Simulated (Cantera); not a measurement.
A perfectly stirred reactor is fed with CH4 : N2 = 1 : 34 (molar parts), at 0.00197 atm; it is held at 1550 K, and followed from long to short residence time.

Detailed kinetics in Cantera: GRI-Mech 3.0 (53 species, 325 reactions). GRI-Mech 3.0 stops at C3 and has no aromatics, soot or wall deposition, so with more carbon than oxygen in the feed, carbon stays in small species such as C2H2 where larger ones or solid carbon would form. Radical loss at walls, strong at low pressure, is not modelled.

x: mole fraction; the columns are a selection and need not sum to one.

```
τ (s)     x CH4     x C2H      x H     x HCN    x C2H2     x CH3     x CH2
-------  ------  --------  -------  --------  --------  --------  --------
9.8      0.0192   7.35e-9  9.43e-6   1.00e-7   0.00400  0.000249   1.17e-7
1.5      0.0280  1.67e-10  4.33e-7  1.81e-10   9.27e-5  0.000143   2.79e-8
0.22     0.0285    <1e-12  4.65e-8    <1e-12   6.67e-8   2.27e-5  8.09e-10
0.034    0.0286    <1e-12      ___    <1e-12  3.90e-11       ___  2.52e-11
0.0052   0.0286    <1e-12      ___    <1e-12    <1e-12       ___  1.02e-12
0.00079  0.0286    <1e-12  2.03e-8    <1e-12    <1e-12   6.13e-8    <1e-12
0.00012  0.0286    <1e-12  5.38e-9    <1e-12    <1e-12   7.03e-9    <1e-12
```

### Question
Complete the blanks.

### Answer

- 0.034, x H: 3.97e-8
- 0.034, x CH3: 3.47e-6
- 0.0052, x H: 3.52e-8
- 0.0052, x CH3: 5.02e-7
